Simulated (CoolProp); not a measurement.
Vapour-liquid equilibrium of carbon dioxide (1) + R124 (2) at -5.45 °C; x and y are mole fractions of (1).

The numbers come from the multi-fluid Helmholtz-energy mixture model, Span 1996 and de Vries 1995; pair parameters Bell 2016 in CoolProp.

```json
[
 {"x": "0.05", "bubble pressure, mixture model (MPa)": "…", "bubble pressure, Raoult's law (MPa)": "0.2759", "y, mixture model": "0.498", "y, Raoult's law": "0.545"},
 {"x": "0.2", "bubble pressure, mixture model (MPa)": "…", "bubble pressure, Raoult's law (MPa)": "0.7074", "y, mixture model": "…", "y, Raoult's law": "0.851"},
 {"x": "0.35", "bubble pressure, mixture model (MPa)": "0.9750", "bubble pressure, Raoult's law (MPa)": "1.139", "y, mixture model": "0.885", "y, Raoult's law": "0.925"},
 {"x": "0.5", "bubble pressure, mixture model (MPa)": "…", "bubble pressure, Raoult's law (MPa)": "1.570", "y, mixture model": "0.928", "y, Raoult's law": "0.958"},
 {"x": "0.65", "bubble pressure, mixture model (MPa)": "1.773", "bubble pressure, Raoult's law (MPa)": "2.002", "y, mixture model": "…", "y, Raoult's law": "0.977"},
 {"x": "0.8", "bubble pressure, mixture model (MPa)": "2.255", "bubble pressure, Raoult's law (MPa)": "2.433", "y, mixture model": "0.977", "y, Raoult's law": "0.989"},
 {"x": "0.95", "bubble pressure, mixture model (MPa)": "2.809", "bubble pressure, Raoult's law (MPa)": "2.865", "y, mixture model": "…", "y, Raoult's law": "0.998"}
]
```

**Question.** Fill in the missing entries.

**Answer.** 
- 0.05, bubble pressure, mixture model (MPa): 0.2605
- 0.2, bubble pressure, mixture model (MPa): 0.6214
- 0.2, y, mixture model: 0.802
- 0.5, bubble pressure, mixture model (MPa): 1.351
- 0.65, y, mixture model: 0.956
- 0.95, y, mixture model: 0.995

The largest gap from Raoult's law is -14.4 % in bubble pressure, at x = 0.35. No azeotrope shows between x = 0.05 and 0.95.

The pair parameters rest on a limited set of measurements; away from them the model extrapolates.
